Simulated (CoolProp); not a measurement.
Properties of R507A at several states (Tc = 343.8 K, pc = 37.05 bar, ω = 0.286).

Values from CoolProp's reference Helmholtz-energy equation of state, Lemmon 2003. It is a pseudo-pure fit of the blend.

| T (K) | p (bar) | phase | density (kg/m³) | Joule-Thomson coefficient (K/MPa) | isothermal compressibility (1/MPa) | Prandtl number |
|---|---|---|---|---|---|---|
| 386.7 | 13.4 | gas | 45.28 | 7.898 | 0.8233 | 0.823 |
| 224.7 | 9.43 | liquid | 1325 | -0.2912 | 0.002171 | 4.81 |
| 366 | 147 | supercritical | 906.0 | 0.4779 | 0.01564 | 2.38 |
| 421.2 | 2.69 | gas | 7.692 | 5.910 | 3.766 | 0.805 |
| 475.3 | 0.219 | gas | 0.5482 | 4.230 | 45.69 | 0.812 |

Viscosity comes from a separate model (Geller 2000). Thermal conductivity comes from a separate model (Geller 2001).
